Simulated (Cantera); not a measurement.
A diamond (100) surface in a fixed gas of H2 with x(CH4) = 0.0087, x(CH3) = 0.00014, at 1400 K, 46.5 Torr; coverages are run to steady state.

Computed with Cantera and the Harris–Goodwin 1993 mechanism for the reconstructed diamond (100) surface.

One state of this run: growth (µm/h) = 0.0644; θ c6HH = 0.563; θ c6H* = 0.0420; θ c6*H = 0.384; θ c6** = 0.0102. θ: site fractions in the mechanism's names (c6HH fully hydrogenated, c6H* and c6*H radical sites, c6** diradical, c6HM methylated).

**Question.** Which value of x(H) does it belong to?
(A) 0.026
(B) 0.00025
(C) 0.01
(D) 0.0001

**Answer.** B, 0.00025
